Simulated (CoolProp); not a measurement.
Aqueous ethanol as a coolant, 32 % by mass, freezing at -22.1 °C, 1 atm.

Values from CoolProp's Melinder's fits for secondary coolants.

| T (°C) | Prandtl number | viscosity (mPa s) | density (kg/m³) | cp (kJ/(kg K)) |
|---|---|---|---|---|
| -3.1 | 86.8 | 8.18 | 963.9 | 4.097 |
| 2.6 | 63.2 | 5.98 | [?] | 4.122 |
| 8.3 | 47.4 | 4.50 | [?] | 4.144 |
| 14 | [?] | 3.48 | [?] | 4.164 |
| 19.7 | 28.8 | 2.76 | [?] | 4.181 |
| 25.4 | 23.2 | 2.23 | 947.1 | 4.198 |
| 31.1 | 19.0 | 1.84 | 943.3 | 4.213 |
| 36.8 | 15.8 | 1.53 | [?] | [?] |

Fill in the missing entries.


- 2.6, density (kg/m³): 960.9
- 8.3, density (kg/m³): 957.7
- 14, Prandtl number: 36.5
- 14, density (kg/m³): 954.3
- 19.7, density (kg/m³): 950.8
- 36.8, density (kg/m³): 939.3
- 36.8, cp (kJ/(kg K)): 4.229
